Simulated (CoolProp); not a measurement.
A single-stage vapour-compression cycle with R134a: evaporating at 250.15 K (dew point), condensing at 294.15 K (bubble point), superheat 2 K, subcooling 8 K, compressor efficiency 0.9, no pressure losses. Each further row changes one setting.

Model: reference Helmholtz-energy equation of state, Tillner-Roth 1994, in CoolProp.

```tsv
case	cooling COP	pressure ratio	discharge temperature (K)	refrigerating effect (kJ/kg)	volumetric capacity (kJ/m³)
as stated	4.49	5.07	307.9	169	1000
evaporating temperature 255.15 K	5.28	4.08	306.0	172	1250
condensing temperature 289.15 K	5.19	4.33	302.1	175	1040
subcooling 13 K	4.67	5.07	307.9	175	1040
superheat 12 K	4.49	5.07	318.1	177	1000
compressor efficiency 0.8	3.99	5.07	312.8	169	1000
```
